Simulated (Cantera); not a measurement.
# Diamond growth

A diamond (100) surface in a fixed gas of H2 with x(CH4) = 0.02, x(H) = 0.0055, at 1400 K, 0.138 atm; coverages are run to steady state.

Computed with Cantera and the Harris–Goodwin 1993 mechanism for the reconstructed diamond (100) surface.

| x(CH3) | growth (µm/h) | θ c6HH | θ c6H* | θ c6*H | θ c6** | θ c6HM |
|---|---|---|---|---|---|---|
| 1e-06 | 0.0371 | 0.340 | 0.0594 | 0.542 | 0.0581 | 1.03e-6 |
| 2.8e-06 | 0.104 | 0.340 | 0.0594 | 0.542 | 0.0581 | 2.87e-6 |
| 8e-06 | 0.297 | 0.340 | 0.0594 | 0.542 | 0.0581 | 8.20e-6 |
| 2.3e-05 | 0.852 | 0.340 | 0.0594 | 0.542 | 0.0580 | 2.36e-5 |
| 6.4e-05 | 2.37 | 0.340 | 0.0594 | 0.542 | 0.0579 | 6.56e-5 |
| 0.00018 | 6.63 | 0.340 | 0.0593 | 0.542 | 0.0577 | 0.000184 |
| 0.00051 | 18.6 | 0.340 | 0.0593 | 0.541 | 0.0570 | 0.000518 |
| 0.0015 | 52.9 | 0.340 | 0.0590 | 0.539 | 0.0549 | 0.00150 |
| 0.0041 | 133 | 0.338 | 0.0585 | 0.534 | 0.0501 | 0.00394 |
θ: site fractions in the mechanism's names (c6HH fully hydrogenated, c6H* and c6*H radical sites, c6** diradical, c6HM methylated).
